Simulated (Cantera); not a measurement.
A perfectly stirred reactor is fed with H₂ : O₂ = 0.047 : 1 (molar parts), equivalence ratio 0.024, at 20.0 Torr; it is held at 1300 K, and followed from long to short residence time.

Model: the H2/O2 subset of GRI-Mech 3.0, which has no nitrogen chemistry, integrated in Cantera. Radical loss at walls, strong at low pressure, is not modelled. The temperature is held fixed by assumption; the heat of reaction is taken as removed at once.

x: mole fraction; the columns are a selection and need not sum to one.

```csv
τ (s),x H₂,x O₂,x OH,x H₂O₂,x H,x HO₂
1.3,7.06e-5,0.952,0.000964,5.65e-8,5.74e-5,1.16e-6
0.32,[?],0.950,[?],[?],[?],[?]
0.079,0.000369,0.944,0.00230,1.09e-7,0.000765,2.98e-6
0.020,0.000789,0.936,0.00328,1.33e-7,0.00212,3.94e-6
0.0050,[?],0.927,[?],[?],[?],[?]
0.0012,0.00459,0.925,0.00565,2.19e-7,0.00605,5.17e-6
0.00031,0.0130,0.930,0.00663,2.82e-7,0.00614,5.18e-6
```

Task: What belongs in the gaps?

Result: 
- 0.32, x H₂: 0.000164
- 0.32, x OH: 0.00151
- 0.32, x H₂O₂: 8.18e-8
- 0.32, x H: 0.000220
- 0.32, x HO₂: 1.97e-6
- 0.0050, x H₂: 0.00174
- 0.0050, x OH: 0.00434
- 0.0050, x H₂O₂: 1.61e-7
- 0.0050, x H: 0.00421
- 0.0050, x HO₂: 4.67e-6
